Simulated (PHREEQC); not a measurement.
Brine: speciation

Make-up at 25 °C: 1.3 mol MgCl2, 0.0135 mol BaCl2 and 0.69 mol LiCl per kg of water. Closed to the air; pH follows from the charge balance.

Computed with PHREEQC (Pitzer model, pitzer.dat).

Precipitation was switched off in this run.

### Question
Predict the activity of water, osmotic coefficient.

### Answer
activity of water 0.878; osmotic coefficient 1.355.
